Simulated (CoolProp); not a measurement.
Cyclopropane at several states: density (kg/m³) from the reference equation and from simpler models built on Tc = 125.5 °C, pc = 5.605 MPa, ω = 0.131; each cubic takes its own stable root.

Computed with CoolProp (reference Helmholtz-energy equation of state, Polt 1992). This equation is an older, rougher fit; its heat capacities, sound speeds and derivatives of the liquid may be far off and weren't checked against measurements.

| T (°C) | p (MPa) | phase | reference | van der Waals | Redlich-Kwong | Soave-Redlich-Kwong |
|---|---|---|---|---|---|---|
| 28.95 | 0.163 | gas | 2.802 | 2.778 | 2.792 | 2.794 |
| 142.35 | 6.62 | supercritical | 183.6 | 198.7 | 181.5 | 172.7 |
| 170.35 | 0.0873 | gas | 1.000 | 0.9998 | 1.000 | 1.000 |
| 39.35 | 0.562 | gas | 9.915 | 9.639 | 9.806 | 9.835 |
| 189.85 | 1.12 | gas | 12.82 | 12.78 | 12.82 | 12.79 |
